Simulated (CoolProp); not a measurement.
Vapour-liquid equilibrium of R22 (1) + c-C4F8 (RC318) (2) at 0.61 MPa; x and y are mole fractions of (1).

The numbers come from the multi-fluid Helmholtz-energy mixture model, Kamei 1995 and Platzer 1990; pair parameters Bell 2016 in CoolProp. This equation is an older, rougher fit; its heat capacities, sound speeds and derivatives of the liquid may be far off and weren't checked against measurements.

| x | bubble temperature, mixture model (K) | bubble temperature, Raoult's law (K) | y, mixture model | y, Raoult's law |
|---|---|---|---|---|
| 0.05 | 318.7 | 317.3 | 0.098 | 0.139 |
| 0.125 | 313.8 | 312.4 | 0.268 | 0.309 |
| 0.2 | 307.8 | 308.1 | 0.437 | 0.443 |
| 0.275 | 301.6 | 304.2 | 0.578 | 0.552 |
| 0.35 | 296.0 | 300.6 | 0.683 | 0.640 |
| 0.425 | 291.5 | 297.4 | 0.755 | 0.713 |
| 0.5 | 288.2 | 294.4 | 0.804 | 0.773 |
| 0.575 | 285.7 | 291.7 | 0.837 | 0.824 |
| 0.65 | 284.0 | 289.2 | 0.862 | 0.867 |
| 0.725 | 282.7 | 286.9 | 0.883 | 0.903 |
| 0.8 | 281.7 | 284.7 | 0.904 | 0.935 |
| 0.875 | 280.7 | 282.7 | 0.929 | 0.962 |
| 0.95 | 279.9 | 280.7 | 0.964 | 0.986 |

The largest gap from Raoult's law is -6.2 K in bubble temperature, at x = 0.5. No azeotrope shows between x = 0.05 and 0.95.

The pair parameters rest on a limited set of measurements; away from them the model extrapolates. The gap from Raoult's law changes sign with composition, which may be real or a fault of the pair parameters; it wasn't checked against measurements.
